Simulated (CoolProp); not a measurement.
A simple Rankine cycle with R236EA: condensing at 289.15 K, boiler at 2.09 MPa, turbine inlet 401.9 K, turbine efficiency 0.7, pump efficiency 0.7, no recuperator. Each further row changes one setting.

The numbers come from the reference Helmholtz-energy equation of state, Rui 2013 in CoolProp.

| case | thermal efficiency (%) | net work (kJ/kg) | heat in (kJ/kg) | turbine exit temperature (K) | volume ratio over the turbine |
|---|---|---|---|---|---|
| as stated | 12.5 | 30.2 | 240 | 344.5 | 16.5 |
| condensing temperature 281.15 K | 13.5 | 33.9 | 250 | 339.9 | 22.4 |
| boiler pressure 1.46 MPa | (withheld) | 28.3 | 251 | 357.2 | (withheld) |
| turbine efficiency 0.6 | 10.6 | 25.6 | 240 | (withheld) | 16.8 |

Task: What belongs in the gaps?

Result: 
- boiler pressure 1.46 MPa, thermal efficiency (%): 11.3
- boiler pressure 1.46 MPa, volume ratio over the turbine: 10.4
- turbine efficiency 0.6, turbine exit temperature (K): 349.4
